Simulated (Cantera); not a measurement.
Mixture: CH4 : O2 : N2 = 1 : 1 : 3.76 (molar parts), equivalence ratio 2.0, at 3.20 bar, adiabatic and at constant pressure. Ignition delay is the time to a rise of 400 K.

Model: GRI-Mech 3.0 (53 species, 325 reactions), integrated in Cantera.

### Question
Predict: delay at 1123 K; delay at 1323 K; delay at 1523 K; delay at 1723 K; delay at 1923 K; apparent activation energy between 1823 and 2023 K.

### Answer
| Item | Result |
|---|---|
| delay at 1123 K | 67.4 ms |
| delay at 1323 K | 4.86 ms |
| delay at 1523 K | 0.524 ms |
| delay at 1723 K | 83.5 µs |
| delay at 1923 K | 21.2 µs |
| apparent activation energy between 1823 and 2023 K | 180 kJ/mol |
